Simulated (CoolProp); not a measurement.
Aqueous calcium chloride as a coolant, 13 % by mass, freezing at -8.8 °C, 1 atm.

The numbers come from the Melinder's fits for secondary coolants in CoolProp.

```json
[
 {"T (°C)": "-2.3", "Prandtl number": "16.2", "cp (kJ/(kg K))": "3.394", "density (kg/m³)": "1117", "conductivity (W/(m K))": "0.549"},
 {"T (°C)": "3.9", "Prandtl number": "13.2", "cp (kJ/(kg K))": "3.409", "density (kg/m³)": "1116", "conductivity (W/(m K))": "0.559"},
 {"T (°C)": "10.2", "Prandtl number": "11.0", "cp (kJ/(kg K))": "…", "density (kg/m³)": "1115", "conductivity (W/(m K))": "0.568"},
 {"T (°C)": "16.5", "Prandtl number": "9.24", "cp (kJ/(kg K))": "3.439", "density (kg/m³)": "1115", "conductivity (W/(m K))": "0.578"},
 {"T (°C)": "22.8", "Prandtl number": "…", "cp (kJ/(kg K))": "3.454", "density (kg/m³)": "…", "conductivity (W/(m K))": "0.588"},
 {"T (°C)": "29", "Prandtl number": "6.81", "cp (kJ/(kg K))": "3.468", "density (kg/m³)": "…", "conductivity (W/(m K))": "0.597"},
 {"T (°C)": "35.3", "Prandtl number": "5.94", "cp (kJ/(kg K))": "3.481", "density (kg/m³)": "1109", "conductivity (W/(m K))": "0.607"}
]
```

Complete the blanks.


- 10.2, cp (kJ/(kg K)): 3.424
- 22.8, Prandtl number: 7.88
- 22.8, density (kg/m³): 1114
- 29, density (kg/m³): 1112
